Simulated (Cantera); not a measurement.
PbO + CO + N2 (iron carbonyl, mercury and lead vapours)

A closed system holds: 1 mol PbO, 0.17 mol CO, 0.17 mol N2, equilibrated at 56.0 Pa.

Cantera equilibrium calculation (NASA polynomials, part measured and part estimated; ideal gas, pure solids and liquids). Candidate condensed phases: C, Pb, PbO, PbO2, Pb3O4; 27 gas species. Mutual solubility and eutectic melting of coexisting phases are not modelled. Gases not in the tables: (PbO)n polymers. Equilibrium is a limit: real reactors are often held back by kinetics, nucleation or transport.

From 825 K to 1025 K the condensed part is Pb(l) + PbO(yellow). At 1125 K the condensed part is PbO(yellow). At 1225 K the condensed part is PbO(l). From 1325 K to 1525 K nothing is condensed.

```
T (K)  log p PbO  log p N2  log p CO2  log p Pb  log p O2  n Pb(l)  n PbO(yellow)  n PbO(l)
-----  ---------  --------  ---------  --------  --------  -------  -------------  --------
825        -9.60     -3.55      -3.55     -6.84      <-15    0.170          0.830         0
925        -7.69     -3.55      -3.55     -5.57    -14.30    0.168          0.830         0
1025       -6.16     -3.58      -3.58     -4.56    -11.90    0.152          0.830         0
1125       -4.92     -3.74      -3.74     -3.74     -9.90        0          0.819         0
1225       -3.95     -3.83      -3.83     -3.83     -6.83        0              0     0.701
1325       -3.51     -4.16      -4.16     -4.00     -4.81        0              0         0
1425       -3.58     -4.17      -4.17     -3.88     -4.49        0              0         0
1525       -3.68     -4.19      -4.19     -3.77     -4.28        0              0         0
```
log p: log10 of the partial pressure in bar; n: condensed amount in mol.
